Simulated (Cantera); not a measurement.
Equilibrium for abatement and gas-phase synthesis: HI + O2 + H2

A closed system holds: 1 mol HI, 0.25 mol O2, 0.1 mol H2, held at 2723.15 K.

Method: chemical equilibrium by Gibbs-energy minimisation in Cantera with the NASA 1993 tables (ideal gas, pure condensed phases). Candidate condensed phases: H2O, I2; 12 gas species. The ideal-gas law is rough above about 30 bar. The numbers say what is thermodynamically allowed, not how fast it happens.

From 0.000100 bar to 300 bar nothing is condensed.

```
P (Pa)    log p I  log p H  log p H2O  log p O  log p HI  log p I2  log p H2  log p OH  log p O2
--------  -------  -------  ---------  -------  --------  --------  --------  --------  --------
10          -4.43    -4.36      -7.86    -4.75     -8.40    -11.48     -6.31     -6.49     -6.69
200         -3.07    -3.19      -4.38    -3.61     -5.87     -8.77     -3.96     -4.19     -4.43
3900        -1.67    -2.42      -2.19    -2.96     -3.71     -5.97     -2.43     -2.77     -3.11
77000       -0.34    -1.85      -0.68    -2.58     -1.80     -3.31     -1.29     -1.82     -2.36
1500000      0.93    -1.33       0.67    -2.27     -0.02     -0.78     -0.25     -0.99     -1.74
30000000     2.07    -0.89       2.03    -1.79      1.56      1.51      0.63     -0.07     -0.78
```
log p: log10 of the partial pressure in bar; nothing condenses.
